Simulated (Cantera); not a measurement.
An adiabatic, constant-volume homogeneous reactor starts with CH4 : O2 : N2 = 1 : 3.33 : 12.5 (molar parts), equivalence ratio 0.60, at 1348 K and 10.0 bar. Integrator tolerance rtol = 1e-08.

Cantera simulation using GRI-Mech 3.0 (53 species, 325 reactions); the numbers are that mechanism's predictions, not measurements.

Question: What does this change do: pressure from 10.0 bar to 19.0 bar?

Answer: 
```json
[
 {"quantity": "time of steepest temperature rise", "before": "0.661 ms", "after": "0.354 ms"},
 {"quantity": "temperature at 2.00 s", "before": "2710 K", "after": "2729 K"},
 {"quantity": "equilibrium temperature", "before": "2710 K", "after": "2729 K"},
 {"quantity": "x(CH4) at 2.00 s", "before": "<1e-12 (gas-phase equilibrium <1e-12)", "after": "<1e-12 (gas-phase equilibrium <1e-12)"},
 {"quantity": "x(O2) at 2.00 s", "before": "0.0691 (gas-phase equilibrium 0.0691)", "after": "0.0688 (gas-phase equilibrium 0.0688)"},
 {"quantity": "x(NO) at 2.00 s", "before": "0.0179 (gas-phase equilibrium 0.0179)", "after": "0.0183 (gas-phase equilibrium 0.0183)"},
 {"quantity": "x(CH3) at 2.00 s", "before": "<1e-12 (gas-phase equilibrium <1e-12)", "after": "<1e-12 (gas-phase equilibrium <1e-12)"},
 {"quantity": "x(CH2O) at 2.00 s", "before": "5.53e-11 (gas-phase equilibrium 5.53e-11)", "after": "6.72e-11 (gas-phase equilibrium 6.72e-11)"},
 {"quantity": "x(N2O) at 2.00 s", "before": "4.32e-6 (gas-phase equilibrium 4.32e-6)", "after": "6.13e-6 (gas-phase equilibrium 6.13e-6)"},
 {"quantity": "x(CO2) at 2.00 s", "before": "0.0543 (gas-phase equilibrium 0.0543)", "after": "0.0553 (gas-phase equilibrium 0.0553)"}
]
```
The pressure lies above the range GRI-Mech 3.0 was tuned for (to about 10 atm).

Question: What does this change do: 0.31 parts H2O added?

Answer: 
| quantity | before | after |
|---|---|---|
| time of steepest temperature rise | 0.661 ms | 0.676 ms |
| temperature at 2.00 s | 2710 K | 2683 K |
| equilibrium temperature | 2710 K | 2683 K |
| x(CH4) at 2.00 s | <1e-12 (gas-phase equilibrium <1e-12) | <1e-12 (gas-phase equilibrium <1e-12) |
| x(O2) at 2.00 s | 0.0691 (gas-phase equilibrium 0.0691) | 0.0681 (gas-phase equilibrium 0.0681) |
| x(NO) at 2.00 s | 0.0179 (gas-phase equilibrium 0.0179) | 0.0169 (gas-phase equilibrium 0.0169) |
| x(CH3) at 2.00 s | <1e-12 (gas-phase equilibrium <1e-12) | <1e-12 (gas-phase equilibrium <1e-12) |
| x(CH2O) at 2.00 s | 5.53e-11 (gas-phase equilibrium 5.53e-11) | 5.04e-11 (gas-phase equilibrium 5.04e-11) |
| x(N2O) at 2.00 s | 4.32e-6 (gas-phase equilibrium 4.32e-6) | 4.02e-6 (gas-phase equilibrium 4.02e-6) |
| x(CO2) at 2.00 s | 0.0543 (gas-phase equilibrium 0.0543) | 0.0538 (gas-phase equilibrium 0.0538) |
